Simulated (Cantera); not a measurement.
An isothermal, constant-pressure homogeneous reactor starts with NO : N2 = 1 : 4.1 (molar parts), at 2200 K and 0.0132 atm. Integrator tolerance rtol = 1e-08.

Cantera simulation using GRI-Mech 3.0 (53 species, 325 reactions); the numbers are that mechanism's predictions, not measurements. Radical loss at walls, strong at low pressure, is not modelled.

**Question.** What does this change do: N2 4.1 to 1.9 parts?

**Answer.** 
```
quantity                                           before                                    after
----------------  ---------------------------------------  ---------------------------------------
x(NO) at 5.00 s    0.0301 (gas-phase equilibrium 0.00883)    0.0271 (gas-phase equilibrium 0.0113)
x(O) at 5.00 s    0.00642 (gas-phase equilibrium 0.00706)  0.00907 (gas-phase equilibrium 0.00946)
x(O2) at 5.00 s     0.0795 (gas-phase equilibrium 0.0897)      0.154 (gas-phase equilibrium 0.161)
x(N2O) at 5.00 s  2.66e-7 (gas-phase equilibrium 6.04e-8)  1.97e-7 (gas-phase equilibrium 7.40e-8)
x(N2) at 5.00 s       0.884 (gas-phase equilibrium 0.894)      0.810 (gas-phase equilibrium 0.818)
x(NO2) at 5.00 s  2.76e-6 (gas-phase equilibrium 8.47e-7)  3.43e-6 (gas-phase equilibrium 1.45e-6)
```

**Question.** What does this change do: 0.013 parts H2O added?

**Answer.** 
```
quantity                                           before                                    after
----------------  ---------------------------------------  ---------------------------------------
x(NO) at 5.00 s    0.0301 (gas-phase equilibrium 0.00883)   0.0221 (gas-phase equilibrium 0.00879)
x(O) at 5.00 s    0.00642 (gas-phase equilibrium 0.00706)  0.00662 (gas-phase equilibrium 0.00704)
x(O2) at 5.00 s     0.0795 (gas-phase equilibrium 0.0897)    0.0828 (gas-phase equilibrium 0.0892)
x(N2O) at 5.00 s  2.66e-7 (gas-phase equilibrium 6.04e-8)  1.32e-7 (gas-phase equilibrium 6.00e-8)
x(N2) at 5.00 s       0.884 (gas-phase equilibrium 0.894)      0.885 (gas-phase equilibrium 0.892)
x(NO2) at 5.00 s  2.76e-6 (gas-phase equilibrium 8.47e-7)  2.07e-6 (gas-phase equilibrium 8.41e-7)
```
